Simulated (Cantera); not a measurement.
Thermodynamics of silicon carbide growth, feed (CH3)2SiCl2 + C3H8 + H2

Feed: 1 mol (CH3)2SiCl2, 0.54 mol C3H8, 2.7 mol H2, at 13.3 mbar.

Equilibrium computed with Cantera from the NASA thermochemical tables; the gas is ideal and each condensed phase is pure. Candidate condensed phases: C, C6H6, C7H8, C8H18, Si, SiC; 109 gas species. The feed counts by its element totals alone. The tables' values for SiCl3 are old estimates; treat these amounts as uncertain. The numbers say what is thermodynamically allowed, not how fast it happens.

```csv
T (K),x H2,x HCl,x SiCl2,x SiCl4,x H,x SiCl3,x Cl,x SiHCl3,n C(graphite),n SiC(s)
1198,0.779,0.219,0.000241,0.00147,1.45e-6,0.000200,3.54e-7,0.000141,2.64,0.982
1248,0.777,0.222,0.000355,0.000681,3.56e-6,0.000183,8.70e-7,8.40e-5,2.63,0.988
1298,0.776,0.223,0.000499,0.000325,8.17e-6,0.000165,1.98e-6,5.10e-5,2.63,0.991
1348,0.776,0.223,0.000679,0.000161,1.76e-5,0.000148,4.23e-6,3.18e-5,2.63,0.991
1398,0.776,0.223,0.000899,8.38e-5,3.61e-5,0.000133,8.55e-6,2.04e-5,2.63,0.990
1448,0.776,0.223,0.00116,4.53e-5,7.03e-5,0.000120,1.65e-5,1.35e-5,2.63,0.988
1498,0.776,0.222,0.00148,2.55e-5,0.000131,0.000109,3.03e-5,9.15e-6,2.63,0.986
1548,0.776,0.222,0.00184,1.48e-5,0.000235,9.87e-5,5.36e-5,6.34e-6,2.64,0.983
1598,0.776,0.221,0.00226,8.90e-6,0.000406,9.01e-5,9.14e-5,4.49e-6,2.64,0.979
1648,0.777,0.220,0.00273,5.50e-6,0.000680,8.24e-5,0.000151,3.24e-6,2.64,0.975
```
x: gas mole fraction; n: condensed amount in mol.

From 1198 K to 1648 K the condensed part is C(graphite) + SiC(s). The main Si-bearing gas is SiCl4 at 1198 K and SiCl2 at 1648 K.
